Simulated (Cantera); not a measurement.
Source: NASA polynomial tables (part measured, part estimated), evaluated in Cantera. Values are per mole of reaction as written; species without (g) are pure solids or liquids, kept so even where they would boil at 1 bar.

### Question
Between 423 and 573 K, where is each reaction favourable under standard conditions?
- 3 AlCl(g) → AlCl3 + 2 Al(g)

### Answer
- 3 AlCl(g) → AlCl3 + 2 Al(g): ΔG° is 211 kJ at 423 K and 237 kJ at 573 K; it stays positive (K < 1). ΔH° is 155 kJ and ΔS° -143 J/K at 573 K.
